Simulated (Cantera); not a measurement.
A freely propagating, adiabatic, planar premixed flame of H2 : O2 : N2 : H2O = 1 : 0.926 : 3.15 : 0.37 (molar parts), unburnt at 500 K and 0.130 bar; mixture-averaged transport, grid criteria slope 0.08 and curve 0.16, no radiation.

Model: the H2/O2 subset of GRI-Mech 3.0, which has no nitrogen chemistry, integrated in Cantera. Burning velocities carry a grid error of a few per cent, more on coarse grids. Lean hydrogen flames are cellular in practice and burn faster than this planar one.

**Question.** How do the results move with these cheaper or finer settings: unity-Lewis-number transport; multicomponent transport; multicomponent+Soret transport; grid criteria slope 0.5, curve 1; grid criteria slope 0.25, curve 0.5; grid criteria slope 0.03, curve 0.06?

**Answer.** 
```tsv
setting	laminar burning velocity	thermal thickness	peak x(OH)	peak x(H2O2)	grid points
as above	255 cm/s	5.15 mm	0.00940	8.51e-6	113
unity-Lewis-number transport	181 cm/s	3.53 mm	0.00976	3.71e-6	116
multicomponent transport	252 cm/s	5.12 mm	0.00940	8.61e-6	113
multicomponent+Soret transport	236 cm/s	5.07 mm	0.00931	9.00e-6	113
grid criteria slope 0.5, curve 1	305 cm/s	6.26 mm	0.00931	7.37e-6	34
grid criteria slope 0.25, curve 0.5	274 cm/s	5.52 mm	0.00935	7.60e-6	53
grid criteria slope 0.03, curve 0.06	249 cm/s	5.04 mm	0.00944	8.82e-6	275
```
Unity Lewis numbers drop preferential diffusion, which matters most where H2 and H carry the flame; Soret adds thermal diffusion.
